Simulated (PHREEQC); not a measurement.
Model water analysis in mg/kgw, 25 °C, pH 2.53:

```tsv
constituent	mg/kgw
Na	1540
K	176
Ca	225
Mg	166
Cl	271
S(6) as SO4	5130
Mn(2)	62.4
```

Cl is adjusted to close the charge balance.
Valence states are taken as typed.

The numbers come from PHREEQC with the Pitzer model, pitzer.dat.

### Question
The ionic strength comes out as 0.165 mol/kgw. What activity coefficients do SO4-2, Na+, Mg+2, H+, Mn+2 get?

### Answer
SO4-2 0.25, Na+ 0.74, Mg+2 0.23, H+ 0.70, Mn+2 0.21. Single-ion values are on the MacInnes scale.

No solid was allowed to form.
